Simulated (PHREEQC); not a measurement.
Model water analysis in mg/kgw, 25 °C, pH 6.35, pe 9.8:

| constituent | mg/kgw |
|---|---|
| Na | 2490 |
| K | 64.2 |
| Ca | 134 |
| Mg | 605 |
| Cl | 4660 |
| S(6) as SO4 | 1060 |
| Alkalinity as HCO3 | 433 |
| B | 1.57 |
| Cd | 5 |
| O(0) (dissolved oxygen) | 3.82 |
| Si as SiO2 | 90.1 |
| N(5) as NO3 | 112 |

Valence states are taken as typed.

Model: ion-association model, wateq4f.dat, run in PHREEQC.

Each row changes one thing in this solution. No solid was allowed to form.

| case | ionic strength (mol/kgw) | Mg+2 (mol/kgw) | SO4-2 (mol/kgw) | HCO3- (mol/kgw) | CO2 (mol/kgw) | MgSO4 (mol/kgw) | SI of SiO2(a) (SiO2) | SI of Otavite (CdCO3) |
|---|---|---|---|---|---|---|---|---|
| as made | 0.186 | 0.0211 | 0.00643 | 0.00625 | 0.00453 | 0.00320 | -0.09 | +0.15 |
| pH from 6.35 to 5.5 at the same alkalinity | 0.186 | 0.0211 | 0.00643 | 0.00626 | 0.0322 | 0.00320 | -0.09 | -0.70 |
| temperature from 25 to 55 °C at the same typed pH | 0.181 | 0.0198 | 0.00526 | 0.00617 | 0.00380 | 0.00446 | -0.31 | +0.26 |
| Alkalinity from 433 to 216 mg/kgw | 0.185 | 0.0214 | 0.00639 | 0.00311 | 0.00226 | 0.00323 | -0.09 | -0.15 |
| pH from 6.35 to 6.65 at the same alkalinity | 0.186 | 0.0211 | 0.00643 | 0.00623 | 0.00227 | 0.00320 | -0.09 | +0.45 |

Species that the database lacks are ignored. Some of these states are supersaturated (in Otavite, Quartz (slow to form), Chalcedony (slow to form), for instance). At this temperature some constants are extrapolated from 25 °C, and those without enthalpy data are left unchanged.
